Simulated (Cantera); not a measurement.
A counterflow diffusion flame at 760 Torr, nozzles 20 mm apart: fuel side 100 % C₃H₈ at 448 K, oxidiser side 27.0 % O₂, 73.0 % N₂ at 400 K, fuel mass flux 1.2 times the oxidiser's; mixture-averaged transport, no radiation.

Computed with Cantera and GRI-Mech 3.0 (53 species, 325 reactions). GRI-Mech 3.0 was tuned for natural gas; its chemistry of propane as a main component is partial and can be far from experiment. GRI-Mech 3.0 has no aromatics or soot, which form on the fuel side of real flames. The maximum strain rate includes the flame's own expansion and is several times the mean.

x: mole fraction; the columns are a selection and need not sum to one.

| oxidiser flux (kg/m²/s) | max strain (1/s) | mean strain (1/s) | T max (K) | peak x OH | peak x H | peak x NO | peak x CO | peak x C₂H₂ |
|---|---|---|---|---|---|---|---|---|
| 0.25 | 204 | 26.6 | 2307 | 0.0126 | 0.00569 | 0.000534 | 0.103 | 0.0552 |
| 0.38 | 297 | 40.4 | 2277 | 0.0126 | 0.00611 | 0.000473 | 0.101 | 0.0534 |
| 0.58 | 435 | 61.7 | 2250 | 0.0126 | 0.00655 | 0.000422 | 0.0996 | 0.0513 |
| 0.87 | 629 | 92.6 | 2225 | 0.0125 | 0.00698 | 0.000377 | 0.0979 | 0.0491 |
| 1.3 | 908 | 138 | 2202 | 0.0124 | 0.00744 | 0.000335 | 0.0968 | 0.0470 |
| 2 | … | 213 | 2172 | 0.0120 | 0.00785 | … | 0.0955 | 0.0442 |
| 3 | … | 319 | 2139 | 0.0115 | 0.00815 | … | 0.0947 | 0.0411 |
| 4.5 | 2810 | 479 | 2102 | 0.0109 | 0.00831 | 0.000179 | 0.0945 | 0.0374 |

Task: Fill in the missing entries.

Result: 
- 2, max strain (1/s): 1340
- 2, peak x NO: 0.000283
- 3, max strain (1/s): 1940
- 3, peak x NO: 0.000232
